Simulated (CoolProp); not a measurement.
A simple Rankine cycle with R11: condensing at 293.15 K, boiler at 1.64 MPa, turbine inlet 423.5 K, turbine efficiency 0.85, pump efficiency 0.7, no recuperator. Each further row changes one setting.

The numbers come from the reference Helmholtz-energy equation of state, Jacobsen 1992 in CoolProp.

```csv
case,thermal efficiency (%),net work (kJ/kg),heat in (kJ/kg),turbine exit temperature (K),volume ratio over the turbine
as stated,19.2,47.2,245,318.6,17.3
turbine inlet 443.5 K,19.5,50.9,?,338.3,?
condensing temperature 285.15 K,?,51.7,252,?,?
boiler pressure 1.15 MPa,17.6,44.4,252,334.8,11.7
turbine efficiency 0.75,16.9,41.5,245,328.0,17.9
```

### Question
Fill in the missing entries.

### Answer

- turbine inlet 443.5 K, heat in (kJ/kg): 261
- turbine inlet 443.5 K, volume ratio over the turbine: 16.8
- condensing temperature 285.15 K, thermal efficiency (%): 20.5
- condensing temperature 285.15 K, turbine exit temperature (K): 310.3
- condensing temperature 285.15 K, volume ratio over the turbine: 22.9
